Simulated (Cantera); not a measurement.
Feed: 1 mol BN, 8.5 mol Cl2, 40 mol H2, equilibrated at 800 K and 133 Pa.

These are equilibrium values from Cantera (NASA tables, ideal gas, pure condensed phases), not measurements of a reactor. Candidate condensed phases: B, BN, NH4Cl; 21 gas species. The numbers say what is thermodynamically allowed, not how fast it happens.

Base state: H2 0.649, HCl 0.351 (mole fractions); condensed: BN(s).

Task: What changes in the equilibrium state with this change: temperature from 800 K to 1625 K?

Result: 
```csv
species,before,after
H2,0.649,0.650
HCl,0.351,0.342
BCl,<1e-9,0.00240
N2,1.05e-6,0.00191
H,<1e-9,0.00156
Cl,<1e-9,0.000646
BCl2,<1e-9,0.000408
BCl3,2.10e-6,0.00100
"BN(s), mol",1.000,0.814
```
The tables' values for BCl, BCl2 are old estimates; treat these amounts as uncertain. Gases not in the tables: BHCl2.

Task: What changes in the equilibrium state with this change: Cl2 from 8.5 to 35 mol?

Result: 
| species | before | after |
|---|---|---|
| HCl | 0.351 | 0.933 |
| H2 | 0.649 | 0.0669 |
| BCl3 | 2.10e-6 | 0.000144 |
| N2 | 1.05e-6 | 7.21e-5 |
| BN(s), mol | 1.000 | 0.989 |
Gases not in the tables: BHCl2.

Task: What changes in the equilibrium state with this change: H2 from 40 to 0.5 mol?

Result: 
```json
[
 {"species": "Cl2", "before": "<1e-9", "after": "0.722"},
 {"species": "BCl3", "before": "2.10e-6", "after": "0.111"},
 {"species": "HCl", "before": "0.351", "after": "0.111"},
 {"species": "H2", "before": "0.649", "after": "<1e-9"},
 {"species": "N2", "before": "1.05e-6", "after": "0.0555"},
 {"species": "Cl", "before": "<1e-9", "after": "0.000218"},
 {"species": "BN(s), mol", "before": "1.000", "after": "0"}
]
```
